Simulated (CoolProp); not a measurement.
Properties of water along the isotherm 1000 K.

Model: reference Helmholtz-energy equation of state, Wagner 2002, in CoolProp.

```tsv
p (MPa)	phase	expansivity (1/kK)	Prandtl number	fugacity coefficient
6.13	gas	1.076	0.898	0.9844
12.3	gas	1.157	0.898	0.9689
18.4	gas	1.243	0.897	0.9538
24.5	supercritical	1.332	0.897	0.9389
30.6	supercritical	1.425	0.897	0.9243
36.8	supercritical	1.521	0.897	0.9098
42.9	supercritical	1.615	0.896	0.8959
49	supercritical	1.706	0.894	0.8824
55.2	supercritical	1.795	0.892	0.8692
```

Viscosity comes from a separate model (Huber 2009). Thermal conductivity comes from a separate model (Huber 2012).
